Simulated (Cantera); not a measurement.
A perfectly stirred reactor is fed with H2 : O2 = 0.37 : 1 (molar parts), equivalence ratio 0.18, at 0.0148 atm; it is held at 1375 K, and followed from long to short residence time.

Computed with Cantera and the H2/O2 subset of GRI-Mech 3.0, which has no nitrogen chemistry. Radical loss at walls, strong at low pressure, is not modelled. The temperature is held fixed by assumption; the heat of reaction is taken as removed at once.

Predict: x(H2) at τ = 1.60 s; x(O2) at τ = 1.60 s; x(OH) at τ = 1.60 s; x(H2O2) at τ = 1.60 s; x(HO2) at τ = 1.60 s; x(H2) at τ = 45.0 ms; x(O2) at τ = 45.0 ms; x(OH) at τ = 45.0 ms; x(H2O2) at τ = 45.0 ms; x(HO2) at τ = 45.0 ms.


```
Quantity                  Result
----------------------  --------
x(H2) at τ = 1.60 s     0.000721
x(O2) at τ = 1.60 s        0.684
x(OH) at τ = 1.60 s      0.00418
x(H2O2) at τ = 1.60 s    1.64e-7
x(HO2) at τ = 1.60 s     3.34e-6
x(H2) at τ = 45.0 ms     0.00669
x(O2) at τ = 45.0 ms       0.656
x(OH) at τ = 45.0 ms      0.0127
x(H2O2) at τ = 45.0 ms   3.78e-7
x(HO2) at τ = 45.0 ms    8.21e-6
```
